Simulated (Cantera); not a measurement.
Cantera run, input and output.

```python
import numpy as np
import cantera as ct

gas = ct.Solution("SiF4_NH3_mec.yaml", "gas")
gas.TPX = 1950, 1333, {'NH3': 1, 'N2': 0.78}
inlet = ct.Reservoir(gas, clone=True)

reactor = ct.IdealGasConstPressureReactor(gas, energy="off", clone=False)
exhaust = ct.Reservoir(gas, clone=True)
tau = [22, 4.7, 1, 0.22, 0.048, 0.01, 0.0023, 0.00049, 0.00011][0]
for a, b in ((inlet, reactor), (reactor, exhaust)):
    ct.MassFlowController(a, b, mdot=lambda t: reactor.mass / tau)
net = ct.ReactorNet([reactor])
show = ['NH3', 'N2H2', 'N2H4', 'NH2', 'H', 'H2', 'N2']

rows = []
print(f"{'tau/s':>10s}{'T/K':>9s}" + "".join(f"{s:>11s}" for s in show))
for tau in [22, 4.7, 1, 0.22, 0.048, 0.01, 0.0023, 0.00049, 0.00011]:
    net.initial_time = 0.0
    net.advance(30 * tau)
    before = gas.X
    net.advance(40 * tau)
    drift = np.max(np.abs(gas.X - before) / (gas.X + 1e-9))
    rows.append([gas.T, *gas[show].X, drift])
    print(f"{tau:10.3e}{gas.T:9.1f}" + "".join(f"{x:11.3e}" for x in gas[show].X))
```

Result:

```
     tau/s      T/K        NH3       N2H2       N2H4        NH2          H         H2         N2
 2.200e+01   1950.0  4.746e-02  2.840e-07  2.641e-10  1.680e-04  6.124e-04  4.934e-01  4.584e-01
 4.700e+00   1950.0  1.502e-01  1.228e-06  1.392e-09  3.856e-04  3.557e-04  3.947e-01  4.543e-01
 1.000e+00   1950.0  3.389e-01  3.678e-06  4.678e-09  7.066e-04  1.572e-04  2.134e-01  4.468e-01
 2.200e-01   1950.0  4.893e-01  6.144e-06  9.060e-09  9.833e-04  5.002e-05  6.882e-02  4.408e-01
 4.800e-02   1950.0  5.460e-01  6.066e-06  1.119e-08  1.093e-03  1.155e-05  1.433e-02  4.385e-01
 1.000e-02   1950.0  5.597e-01  2.321e-06  4.978e-09  7.289e-04  1.424e-06  1.432e-03  4.381e-01
 2.300e-03   1950.0  5.615e-01  1.523e-07  3.979e-10  2.063e-04  3.374e-07  1.194e-04  4.382e-01
 4.900e-04   1950.0  5.617e-01  5.306e-09  1.794e-11  4.411e-05  2.897e-07  2.206e-05  4.382e-01
 1.100e-04   1950.0  5.618e-01  1.711e-10  8.169e-13  9.704e-06  2.759e-07  4.716e-06  4.382e-01
```

Detailed kinetics in Cantera: the gas-phase N/H chemistry of the illustrative SiF4/NH3 mechanism in the Surface Chemkin manual (1991). Walls and surfaces, which speed up NH3 decomposition in real reactors, are not modelled.
